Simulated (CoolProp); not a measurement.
Methane at 298.15 K and 1.94 MPa flows at 23 m/s in a round tube of 10 mm bore and 15 µm roughness, fully developed (64/Re and Nu = 3.66 if laminar; Colebrook and Gnielinski if turbulent). Each further row changes one setting.

Computed with CoolProp (reference Helmholtz-energy equation of state, Setzmann 1991).

```tsv
case	Reynolds number	Darcy friction factor	pressure drop (Pa/m)	heat-transfer coefficient (W/(m² K))	mass flow (kg/h)
as stated	260000	0.0226	7750	2220	84.4
velocity 46 m/s	521000	0.0222	30400	4360	169
diameter 20 mm	521000	0.0190	3270	1860	338
```

Viscosity comes from a separate model (Quiñones-Cisneros 2006). Thermal conductivity comes from a separate model (Friend 1989).
